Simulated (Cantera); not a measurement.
What does this Cantera script print?

```python
import numpy as np
import cantera as ct

gas = ct.Solution("gri30.yaml")
gas.TPX = 1100, 2400, {'N2O': 1}
reactor = ct.IdealGasConstPressureReactor(gas, energy="off", clone=False)
net = ct.ReactorNet([reactor])
net.rtol, net.atol = 1e-08, 1e-18
show = ['N2O', 'N2', 'O2', 'NO2', 'NO']
times = np.geomspace(3e-06, 300, 11)

steps = ct.SolutionArray(gas, extra=["t"])
rows = []
print(f"{'t/s':>10s}{'T/K':>9s}{'P/Pa':>11s}" + "".join(f"{s:>11s}" for s in show))
for t in times:
    while net.time < t:
        t_next = net.step()
        steps.append(gas.state, t=t_next)
    rows.append([np.interp(t, steps.t, y) for y in (steps.T, steps.P, *steps(*show).X.T)])
    print(f"{t:10.3e}{rows[-1][0]:9.1f}{rows[-1][1]:11.4g}" + "".join(f"{x:11.3e}" for x in rows[-1][2:]))
rate = np.gradient(steps.T, steps.t)
print("integrator steps:", len(steps.t))
if steps.T.max() > steps.T[0] + 200:
    print(f"time of steepest temperature rise: {steps.t[rate.argmax()]:.4e} s")
gas.TPX = 1100, 2400, {'N2O': 1}
gas.equilibrate("TP")
print(f"equilibrium (TP): T = {gas.T:.1f} K  " + "  ".join(f"{s} {gas[s].X[0]:.3e}" for s in show))
```

Result:

```
       t/s      T/K       P/Pa        N2O         N2         O2        NO2         NO
 3.000e-06   1100.0       2400  1.000e+00  2.806e-09  1.094e-11  1.281e-24  1.602e-12
 1.893e-05   1100.0       2400  1.000e+00  1.807e-08  4.309e-10  1.996e-21  6.309e-11
 1.194e-04   1100.0       2400  1.000e+00  1.269e-07  1.562e-08  2.589e-18  2.287e-09
 7.536e-04   1100.0       2400  1.000e+00  1.084e-06  3.822e-07  1.539e-15  5.597e-08
 4.755e-03   1100.0       2400  1.000e+00  8.249e-06  3.819e-06  1.535e-13  5.592e-07
 3.000e-02   1100.0       2400  9.999e-01  5.369e-05  2.574e-05  7.038e-12  3.768e-06
 1.893e-01   1100.0       2400  9.995e-01  3.403e-04  1.640e-04  2.765e-10  2.401e-05
 1.194e+00   1100.0       2400  9.967e-01  2.145e-03  1.034e-03  9.767e-09  1.514e-04
 7.536e+00   1100.0       2400  9.792e-01  1.338e-02  6.451e-03  2.098e-07  9.444e-04
 4.755e+01   1100.0       2400  8.780e-01  7.854e-02  3.788e-02  1.813e-06  5.543e-03
 3.000e+02   1100.0       2400  4.719e-01  3.401e-01  1.641e-01  9.658e-06  2.394e-02
integrator steps: 633
equilibrium (TP): T = 1100.0 K  N2O 1.060e-09  N2 6.666e-01  O2 3.333e-01  NO2 5.507e-07  NO 9.905e-05
```

Cantera simulation using GRI-Mech 3.0 (53 species, 325 reactions); the numbers are that mechanism's predictions, not measurements. GRI-Mech 3.0 was tuned for natural gas; its chemistry of N2O as a main component is partial and can be far from experiment. Radical loss at walls, strong at low pressure, is not modelled. The mechanism lacks the step 2 NO + O2 → 2 NO2, which can matter for NO2 below about 1400 K. The temperature is held fixed by assumption; the heat of reaction is taken as removed at once.
